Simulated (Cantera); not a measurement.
Input: 1 mol BN, 6.8 mol O2, 100 mol N2, at 20.0 Pa.

Method: chemical equilibrium by Gibbs-energy minimisation in Cantera with the NASA 1993 tables (ideal gas, pure condensed phases). Candidate condensed phases: B, BN, B2O3; 17 gas species. Rates play no part.

log p: log10 of the partial pressure in bar; n: condensed amount in mol.

| T (K) | log p N2 | log p O2 | log p O | log p BO2 | log p B2O3 | log p NO | n B2O3(l) |
|---|---|---|---|---|---|---|---|
| 773 | -3.72 | -4.94 | <-15 | <-15 | <-15 | -9.85 | 0.500 |
| 873 | -3.72 | -4.94 | -14.19 | -14.51 | -14.52 | -9.14 | 0.500 |
| 973 | -3.72 | -4.94 | -12.64 | -12.45 | -12.05 | -8.58 | 0.500 |
| 1073 | -3.72 | -4.94 | … | … | … | … | 0.500 |
| 1173 | -3.72 | -4.95 | -10.33 | -9.40 | -8.43 | -7.74 | 0.498 |
| 1273 | -3.72 | -4.95 | -9.44 | -8.24 | -7.06 | -7.42 | 0.452 |
| 1373 | -3.73 | -4.95 | -8.68 | -7.32 | -6.04 | -7.15 | 0 |
| 1473 | -3.73 | -4.95 | … | … | -6.05 | … | 0 |
| 1573 | -3.73 | -4.95 | -7.46 | -6.69 | -6.08 | -6.71 | 0 |
| 1673 | -3.73 | -4.96 | -6.96 | -6.44 | -6.12 | -6.53 | 0 |
| 1773 | -3.73 | -4.97 | -6.51 | -6.24 | -6.19 | -6.38 | 0 |
| 1873 | -3.73 | -4.98 | -6.12 | -6.08 | -6.29 | -6.24 | 0 |
| 1973 | -3.73 | -5.01 | -5.77 | -5.97 | -6.44 | -6.13 | 0 |

Q: What belongs in the gaps?

A: 
- 1473, log p O: -8.03
- 1473, log p BO2: -6.98
- 1473, log p NO: -6.92
- 1073, log p O: -11.38
- 1073, log p BO2: -10.78
- 1073, log p B2O3: -10.06
- 1073, log p NO: -8.12
